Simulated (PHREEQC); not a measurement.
Consider water at 25 °C with 0.014 mol HF, 0.00066 mol H2SiF6, 0.28 mol H3BO3 and 0.00022 mol HNO3 per kg of water. Closed to the air; pH follows from the charge balance.

All values are PHREEQC results (ion-association model, phreeqc.dat), not measurements.

The pH comes out as 2.29 and the ionic strength comes out as 0.00545 mol/kgw. The total alkalinity is -18.2 meq/kg.

```
species    molality  activity   log γ
---------  --------  --------  ------
H3BO3         0.275     0.275   0.001
H+          0.00545   0.00507  -0.031
BF4-        0.00282   0.00260  -0.034
BF2(OH)2-   0.00125   0.00116  -0.034
HF          0.00106   0.00106   0.001
BF3OH-     0.000975  0.000901  -0.034
H4SiO4     0.000653  0.000654   0.001
NO3-       0.000220  0.000203  -0.035
F-         0.000151  0.000139  -0.035
BF(OH)3-    1.65e-5   1.52e-5  -0.034
SiF6-2      6.60e-6   4.85e-6  -0.134
```

Precipitation was switched off in this run. Examples of supersaturated solids here: Quartz (slow to form), Chalcedony (slow to form). Others may be too. Complexes and solids missing from the database can't appear. SiF6-2 is the database's only silicon fluoride. Real BF4- forms and hydrolyses slowly; the run takes it at equilibrium.
